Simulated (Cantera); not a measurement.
# Adiabatic ignition

An adiabatic, constant-volume homogeneous reactor starts with 44.4 % H₂, 11.7 % O₂, 43.9 % N₂, equivalence ratio 1.9, at 1250 K and 1.00 bar.

Computed with Cantera and the H2/O2 subset of GRI-Mech 3.0, which has no nitrogen chemistry.

```
t (s)     T (K)  P (bar)   x H₂      x O₂    x HO₂      x OH    x H₂O
--------  -----  -------  -----  --------  -------  --------  -------
1.00e-6    1250     1.00  0.444     0.117  9.07e-9  3.37e-10  1.51e-9
2.63e-6    1250     1.00  0.444     0.117  2.51e-8   1.45e-9  1.65e-8
6.92e-6    1250     1.00  0.444     0.117  8.92e-8   1.20e-8  2.66e-7
1.82e-5    1250     1.00  0.444     0.117  3.32e-6   1.13e-6  3.11e-5
4.79e-5    2273     1.72  0.193   0.00296  2.57e-6    0.0174    0.217
0.000126   2881     2.09  0.221  0.000615  8.29e-7    0.0128    0.242
0.000331   2898     2.10  0.222  0.000567  7.76e-7    0.0125    0.242
0.000872   2898     2.10  0.222  0.000567  7.76e-7    0.0125    0.242
0.00229    2898     2.10  0.222  0.000567  7.76e-7    0.0125    0.242
0.00603    2898     2.10  0.222  0.000567  7.76e-7    0.0125    0.242
0.0159     2898     2.10  0.222  0.000567  7.76e-7    0.0125    0.242
0.0418     2898     2.10  0.222  0.000567  7.76e-7    0.0125    0.242
0.110      2898     2.10  0.222  0.000567  7.76e-7    0.0125    0.242
0.289      2898     2.10  0.222  0.000567  7.76e-7    0.0125    0.242
0.760      2898     2.10  0.222  0.000567  7.76e-7    0.0125    0.242
2.00       2898     2.10  0.222  0.000567  7.76e-7    0.0125    0.242
```
x: mole fraction; the columns are a selection and need not sum to one.

```
Item                                                                   Value
---------------------------------  -----------------------------------------
time of steepest temperature rise                                    37.9 µs
temperature at 2.00 s                                                 2898 K
equilibrium temperature                                               2898 K
x(H₂) at 2.00 s                          0.222 (gas-phase equilibrium 0.222)
x(O₂) at 2.00 s                    0.000567 (gas-phase equilibrium 0.000567)
x(HO₂) at 2.00 s                     7.76e-7 (gas-phase equilibrium 7.76e-7)
```
